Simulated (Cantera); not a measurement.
A closed system holds: 1 mol SiCl₄, 2 mol HCl, 14 mol H₂, held at 848.15 K and 1.00 bar.

Equilibrium computed with Cantera from the NASA thermochemical tables; the gas is ideal and each condensed phase is pure. Candidate condensed phases: Si; 19 gas species. Equilibrium is a limit: real reactors are often held back by kinetics, nucleation or transport.

Q: What is the equilibrium state?

A: 
```json
{
  "x(H₂)": "0.823",
  "x(HCl)": "0.118",
  "x(SiCl₄)": "0.0582",
  "x(SiHCl₃)": "0.000657",
  "x(SiCl₃)": "1.25e-6",
  "gas_amount": "17.00 mol",
  "log10 activity of Si(s) (absent)": "-7.01"
}
```
